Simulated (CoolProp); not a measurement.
A simple Rankine cycle with water: condensing at 327.15 K, boiler at 12.9 MPa, turbine inlet 643.3 K, turbine efficiency 0.9, pump efficiency 0.8, no recuperator. Each further row changes one setting.

Computed with CoolProp (reference Helmholtz-energy equation of state, Wagner 2002).

```tsv
case	thermal efficiency (%)	net work (kJ/kg)	heat in (kJ/kg)	turbine exit temperature (K)	volume ratio over the turbine
as stated	33.9	904	2670	327.1	435
turbine inlet 663.3 K	34.2	941	2750	327.1	411
condensing temperature 319.15 K	34.8	941	2700	319.1	626
boiler pressure 9.03 MPa	33.0	921	2790	327.1	287
turbine efficiency 0.8	30.0	802	2670	327.1	461
```

The expansion ends wet for: as stated; turbine inlet 663.3 K; condensing temperature 319.15 K; boiler pressure 9.03 MPa; turbine efficiency 0.8.
